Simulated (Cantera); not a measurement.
A diamond (100) surface in a fixed gas of H2 with x(CH4) = 0.029, x(CH3) = 0.00095, at 975 K, 0.148 atm; coverages are run to steady state.

Cantera simulation using the Harris–Goodwin 1993 mechanism for the reconstructed diamond (100) surface; the numbers are that mechanism's predictions, not measurements.

One state of this run: growth (µm/h) = 64.9; θ c6HH = 0.598; θ c6H* = 0.0162; θ c6*H = 0.342; θ c6** = 0.00787; θ c6HM = 0.0264. θ: site fractions in the mechanism's names (c6HH fully hydrogenated, c6H* and c6*H radical sites, c6** diradical, c6HM methylated).

Task: Which value of x(H) does it belong to?
(A) 0.001
(B) 0.00022
(C) 0.0022
(D) 0.021

Result: D, 0.021
